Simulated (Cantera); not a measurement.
Charge: 1 mol Si₃N₄, 0.27 mol CO₂, 62 mol N₂, 0.34 mol N₂O, held at 1875 K and 1 atm.

Equilibrium computed with Cantera from the NASA thermochemical tables; the gas is ideal and each condensed phase is pure. Candidate condensed phases: C, Si, SiC, SiO₂, Si₂N₂O, Si₃N₄; 34 gas species. Mutual solubility and eutectic melting of coexisting phases are not modelled. Kinetics and transport are ignored.

Base state: N₂ 0.995, CO 0.00430, SiO 0.000306 (mole fractions); condensed: Si₂N₂O(s) + Si₃N₄(s).

What changes in the equilibrium state with this change: temperature from 1875 K to 1173.15 K?


```tsv
species	before	after
N₂	0.995	1.00
CO	0.00430	5.76e-8
SiO	0.000306	<1e-9
Si₂N₂O(s), mol	0.591	0.880
Si₃N₄(s), mol	0.600	0.413
C(graphite), mol	0	0.270
```

What changes in the equilibrium state with this change: Si₃N₄ replaced by Si?


```csv
species,before,after
N₂,0.995,0.992
CO,0.00430,0.00432
SiO,0.000306,0.00352
"Si₂N₂O(s), mol",0.591,0.390
"Si₃N₄(s), mol",0.600,0
```

What changes in the equilibrium state with this change: temperature from 1875 K to 1125 K?


```json
[
 {"species": "N₂", "before": "0.995", "after": "1.00"},
 {"species": "CO", "before": "0.00430", "after": "1.35e-8"},
 {"species": "SiO", "before": "0.000306", "after": "<1e-9"},
 {"species": "Si₂N₂O(s), mol", "before": "0.591", "after": "0.880"},
 {"species": "Si₃N₄(s), mol", "before": "0.600", "after": "0.413"},
 {"species": "C(graphite), mol", "before": "0", "after": "0.270"}
]
```
